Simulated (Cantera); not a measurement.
Input: 1 mol HBr, 2.2 mol O2, held at 2523 K and 730000 Pa.

Cantera equilibrium calculation (NASA polynomials, part measured and part estimated; ideal gas, pure solids and liquids). Candidate condensed phases: Br2, H2O; 12 gas species. The numbers say what is thermodynamically allowed, not how fast it happens.

Base state: O2 0.578, Br 0.236, H2O 0.117, HBr 0.0446, OH 0.0132, Br2 0.00646, O 0.00456, H2 0.000379 (mole fractions); condensed: gas only.

### Question
What changes in the equilibrium state with this change: temperature from 2523 K to 2448 K?

### Answer
| species | before | after |
|---|---|---|
| O2 | 0.578 | 0.581 |
| Br | 0.236 | 0.232 |
| H2O | 0.117 | 0.119 |
| OH | 0.0132 | 0.0105 |
| HBr | 0.0446 | 0.0460 |
| H | 0.000200 | 0.000120 |
| O | 0.00456 | 0.00315 |

### Question
What changes in the equilibrium state with this change: temperature from 2523 K to 2750 K?

### Answer
| species | before | after |
|---|---|---|
| O2 | 0.578 | 0.563 |
| Br | 0.236 | 0.244 |
| H2O | 0.117 | 0.111 |
| OH | 0.0132 | 0.0242 |
| O | 0.00456 | 0.0123 |
| HBr | 0.0446 | 0.0398 |
| H | 0.000200 | 0.000794 |
| H2 | 0.000379 | 0.000983 |
